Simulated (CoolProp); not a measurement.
Saturation properties of n-perfluorobutane.

Values from CoolProp's reference Helmholtz-energy equation of state, Gao 2022.

| T (K) | p (MPa) | liquid density (kg/m³) | vapour density (kg/m³) | enthalpy of vaporisation (kJ/kg) | liquid cp (kJ/(kg K)) |
|---|---|---|---|---|---|
| 263.6 | 0.07409 | 1623 | 8.364 | 100.0 | 1.095 |
| 265.7 | 0.08104 | 1615 | 9.100 | 99.36 | 1.097 |
| 267.8 | 0.08848 | 1608 | 9.885 | 98.68 | 1.100 |
| 270 | 0.09683 | 1600 | 10.76 | 97.97 | 1.103 |
| 272.1 | 0.1054 | 1593 | 11.66 | 97.28 | 1.106 |
| 274.2 | 0.1145 | 1585 | 12.61 | 96.58 | 1.109 |
| 276.3 | 0.1242 | 1577 | 13.62 | 95.88 | 1.112 |
| 278.4 | 0.1345 | 1570 | 14.70 | 95.17 | 1.115 |
| 280.5 | 0.1455 | 1562 | 15.84 | 94.45 | 1.118 |
| 282.7 | 0.1577 | 1554 | 17.11 | 93.70 | 1.121 |
| 284.8 | 0.1701 | 1546 | 18.39 | 92.97 | 1.124 |
| 286.9 | 0.1832 | 1539 | 19.75 | 92.23 | 1.127 |
| 289 | 0.1971 | 1531 | 21.18 | 91.48 | 1.130 |
| 291.1 | 0.2118 | 1523 | 22.70 | 90.73 | 1.134 |

It boils at 271.1 K under 1 atm.
